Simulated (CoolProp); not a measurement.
Vapour pressure (MPa) of carbon monoxide: the reference equation beside estimates from Tc = 132.9 K, pc = 3.498 MPa, ω = 0.050.

Values from CoolProp's reference Helmholtz-energy equation of state, Lemmon 2006. It is a short technical equation, of lower accuracy than the large ones.

```
T (K)  reference  van der Waals  Redlich-Kwong  Peng-Robinson
-----  ---------  -------------  -------------  -------------
77       0.05770         0.2480        0.04930        0.05932
79.3     0.07698         0.2948        0.06779        0.07871
81.7      0.1020         0.3497        0.09230         0.1038
84        0.1315         0.4084         0.1216         0.1333
86.4      0.1686         0.4764         0.1591         0.1704
88.7      0.2112         0.5483         0.2024         0.2128
91.1      0.2636         0.6306         0.2563         0.2651
93.4      0.3224         0.7167         0.3171         0.3237
95.8      0.3934         0.8143         0.3909         0.3946
98.1      0.4717         0.9157         0.4725         0.4727
100.5     0.5648          1.030         0.5697         0.5658
102.8     0.6659          1.147         0.6753         0.6669
105.2     0.7846          1.279         0.7993         0.7859
107.5     0.9120          1.413         0.9321         0.9138
109.9      1.060          1.562          1.086          1.063
```

Absolute difference from the reference over all 15 rows, mean and median: van der Waals 146.1 and 122.3 %, Redlich-Kwong 4.5 and 2.5 %, Peng-Robinson 0.8 and 0.4 %.
